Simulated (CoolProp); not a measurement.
Hexamethyldisiloxane (MM) along the isotherm 315.85 °C: Z from the reference equation and from simpler models built on Tc = 245.6 °C, pc = 1.931 MPa, ω = 0.418; each cubic takes its own stable root.

The numbers come from the reference Helmholtz-energy equation of state, Thol 2016 in CoolProp.

```
p (MPa)          phase  reference  van der Waals  Redlich-Kwong  Peng-Robinson
-------  -------------  ---------  -------------  -------------  -------------
0.0305             gas     0.9964         0.9966         0.9963         0.9962
0.0461             gas     0.9946         0.9948         0.9944         0.9942
0.0695             gas     0.9918         0.9921         0.9915         0.9913
0.105              gas     0.9876         0.9881         0.9872         0.9868
0.158              gas     0.9814         0.9820         0.9806         0.9801
0.239              gas     0.9717         0.9726         0.9705         0.9698
0.36               gas     0.9571         0.9582         0.9553         0.9544
0.543              gas     0.9346         0.9359         0.9318         0.9309
0.819              gas     0.9002         0.9006         0.8953         0.8951
1.24               gas     0.8465         0.8422         0.8366         0.8396
1.86               gas     0.7661         0.7420         0.7427         0.7564
2.81     supercritical     0.6432         0.5402         0.5829         0.6332
4.24     supercritical     0.5063         0.4994         0.4811         0.5306
6.4      supercritical     0.5443         0.6374         0.5576         0.5630
9.66     supercritical     0.7072         0.8638         0.7185         0.6928
```
